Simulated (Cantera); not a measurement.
What does this Cantera script print?

```python
import numpy as np
import cantera as ct

gas = ct.Solution("gri30.yaml")
gas.TPX = 1450, 100000, {'CH4': 1, 'O2': 2.86, 'N2': 8}
reactor = ct.IdealGasReactor(gas, energy="on", clone=False)
net = ct.ReactorNet([reactor])
net.rtol, net.atol = 1e-08, 1e-16
show = ['CH4', 'O2', 'C2H6', 'H2O2', 'CO2']
times = np.geomspace(4e-06, 0.9, 12)

steps = ct.SolutionArray(gas, extra=["t"])
rows = []
print(f"{'t/s':>10s}{'T/K':>9s}{'P/Pa':>11s}" + "".join(f"{s:>11s}" for s in show))
for t in times:
    while net.time < t:
        t_next = net.step()
        steps.append(gas.state, t=t_next)
    rows.append([np.interp(t, steps.t, y) for y in (steps.T, steps.P, *steps(*show).X.T)])
    print(f"{t:10.3e}{rows[-1][0]:9.1f}{rows[-1][1]:11.4g}" + "".join(f"{x:11.3e}" for x in rows[-1][2:]))
rate = np.gradient(steps.T, steps.t)
print("integrator steps:", len(steps.t))
if steps.T.max() > steps.T[0] + 200:
    print(f"time of steepest temperature rise: {steps.t[rate.argmax()]:.4e} s")
gas.TPX = 1450, 100000, {'CH4': 1, 'O2': 2.86, 'N2': 8}
gas.equilibrate("UV")
print(f"equilibrium (UV): T = {gas.T:.1f} K  " + "  ".join(f"{s} {gas[s].X[0]:.3e}" for s in show))
```

Output:

```
       t/s      T/K       P/Pa        CH4         O2       C2H6       H2O2        CO2
 4.000e-06   1450.0      1e+05  8.432e-02  2.411e-01  1.944e-12  1.278e-09  6.220e-14
 1.226e-05   1450.0      1e+05  8.432e-02  2.411e-01  6.497e-11  9.270e-09  1.105e-12
 3.760e-05   1450.0      1e+05  8.431e-02  2.411e-01  2.382e-09  4.708e-08  2.930e-11
 1.153e-04   1450.0      1e+05  8.430e-02  2.411e-01  1.315e-07  1.498e-07  1.420e-09
 3.534e-04   1450.5      1e+05  8.410e-02  2.410e-01  1.413e-05  2.842e-07  1.472e-07
 1.084e-03   1483.3  1.024e+05  7.848e-02  2.370e-01  8.005e-04  5.021e-06  2.674e-05
 3.322e-03   2854.8  2.045e+05  6.030e-16  6.717e-02  1.779e-30  6.895e-07  5.356e-02
 1.019e-02   2854.5  2.044e+05  6.031e-16  6.706e-02  1.780e-30  6.887e-07  5.357e-02
 3.123e-02   2854.5  2.044e+05  6.031e-16  6.706e-02  1.780e-30  6.887e-07  5.357e-02
 9.575e-02   2854.5  2.044e+05  6.031e-16  6.706e-02  1.780e-30  6.887e-07  5.357e-02
 2.935e-01   2854.5  2.044e+05  6.031e-16  6.706e-02  1.780e-30  6.887e-07  5.357e-02
 9.000e-01   2854.5  2.044e+05  6.031e-16  6.706e-02  1.780e-30  6.887e-07  5.357e-02
integrator steps: 1964
time of steepest temperature rise: 1.2928e-03 s
equilibrium (UV): T = 2854.5 K  CH4 8.349e-16  O2 6.706e-02  C2H6 3.434e-30  H2O2 6.887e-07  CO2 5.357e-02
```

Computed with Cantera and GRI-Mech 3.0 (53 species, 325 reactions).
